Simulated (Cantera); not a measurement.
A Cantera script and its output.

```python
import numpy as np
import cantera as ct

gas = ct.Solution("gri30.yaml")
gas.TPX = 1123, 30000, {'N2O': 1, 'N2': 0.018}
reactor = ct.IdealGasConstPressureReactor(gas, energy="off", clone=False)
net = ct.ReactorNet([reactor])
net.rtol, net.atol = 1e-08, 1e-18
show = ['N2O', 'NO', 'N2', 'NO2', 'O', 'O2']
times = np.geomspace(0.0005, 100, 12)

steps = ct.SolutionArray(gas, extra=["t"])
rows = []
print(f"{'t/s':>10s}{'T/K':>9s}{'P/Pa':>11s}" + "".join(f"{s:>11s}" for s in show))
for t in times:
    while net.time < t:
        t_next = net.step()
        steps.append(gas.state, t=t_next)
    rows.append([np.interp(t, steps.t, y) for y in (steps.T, steps.P, *steps(*show).X.T)])
    print(f"{t:10.3e}{rows[-1][0]:9.1f}{rows[-1][1]:11.4g}" + "".join(f"{x:11.3e}" for x in rows[-1][2:]))
rate = np.gradient(steps.T, steps.t)
print("integrator steps:", len(steps.t))
if steps.T.max() > steps.T[0] + 200:
    print(f"time of steepest temperature rise: {steps.t[rate.argmax()]:.4e} s")
gas.TPX = 1123, 30000, {'N2O': 1, 'N2': 0.018}
gas.equilibrate("TP")
print(f"equilibrium (TP): T = {gas.T:.1f} K  " + "  ".join(f"{s} {gas[s].X[0]:.3e}" for s in show))
```

Output:

```
       t/s      T/K       P/Pa        N2O         NO         N2        NO2          O         O2
 5.000e-04   1123.0      3e+04  9.823e-01  1.346e-06  1.770e-02  8.659e-12  4.970e-07  8.188e-06
 1.517e-03   1123.0      3e+04  9.822e-01  4.236e-06  1.774e-02  8.557e-11  4.970e-07  2.577e-05
 4.600e-03   1123.0      3e+04  9.821e-01  1.300e-05  1.785e-02  8.034e-10  4.970e-07  7.909e-05
 1.395e-02   1123.0      3e+04  9.815e-01  3.957e-05  1.818e-02  7.261e-09  4.970e-07  2.408e-04
 4.233e-02   1123.0      3e+04  9.800e-01  1.200e-04  1.919e-02  6.274e-08  4.969e-07  7.304e-04
 1.284e-01   1123.0      3e+04  9.752e-01  3.626e-04  2.224e-02  4.806e-07  4.967e-07  2.209e-03
 3.894e-01   1123.0      3e+04  9.609e-01  1.087e-03  3.137e-02  2.792e-06  4.957e-07  6.632e-03
 1.181e+00   1123.0      3e+04  9.193e-01  3.190e-03  5.794e-02  1.100e-05  4.924e-07  1.951e-02
 3.583e+00   1123.0      3e+04  8.075e-01  8.807e-03  1.295e-01  3.336e-05  4.823e-07  5.418e-02
 1.087e+01   1123.0      3e+04  5.634e-01  2.079e-02  2.857e-01  8.181e-05  4.500e-07  1.300e-01
 3.297e+01   1123.0      3e+04  2.296e-01  3.575e-02  5.001e-01  1.452e-04  3.446e-07  2.344e-01
 1.000e+02   1123.0      3e+04  3.388e-02  4.141e-02  6.274e-01  1.869e-04  1.118e-07  2.972e-01
integrator steps: 944
equilibrium (TP): T = 1123.0 K  N2O 4.520e-09  NO 1.212e-04  N2 6.706e-01  NO2 2.081e-06  O 4.638e-09  O2 3.293e-01
```

Computed with Cantera and GRI-Mech 3.0 (53 species, 325 reactions). GRI-Mech 3.0 was tuned for natural gas; its chemistry of N2O as a main component is partial and can be far from experiment. The mechanism lacks the step 2 NO + O2 → 2 NO2, which can matter for NO2 below about 1400 K. The temperature is held fixed by assumption; the heat of reaction is taken as removed at once.
